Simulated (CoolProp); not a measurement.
n-perfluorohexane at 293.15 K and 0.00543 MPa is throttled through a valve to 0.0028 MPa with no heat exchange. Each further row changes one setting.

Computed with CoolProp (reference Helmholtz-energy equation of state, Gao 2022).

| case | temperature change (K) | final density (kg/m³) |
|---|---|---|
| as stated | -0.1 | … |
| outlet pressure 0.00084 MPa | -0.1 | … |
| outlet pressure 0.00364 MPa | … | … |

**Question.** Complete the blanks.

**Answer.** 
- as stated, final density (kg/m³): 0.389
- outlet pressure 0.00084 MPa, final density (kg/m³): 0.117
- outlet pressure 0.00364 MPa, temperature change (K): -0.0
- outlet pressure 0.00364 MPa, final density (kg/m³): 0.507
